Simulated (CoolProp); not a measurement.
Values from CoolProp's reference Helmholtz-energy equation of state, Akasaka 2023.

For R1336mzz(E), give the phase and the cp (kJ/(kg K)), cv (kJ/(kg K)), speed of sound (m/s), expansivity (1/kK) at -66.95 °C and 0.743 MPa; -55.35 °C and 0.108 MPa.


- -66.95 °C and 0.743 MPa: liquid; cp 1.18, cv 0.841, speed of sound 1020, expansivity 1.48
- -55.35 °C and 0.108 MPa: liquid; cp 1.18, cv 0.845, speed of sound 954, expansivity 1.53
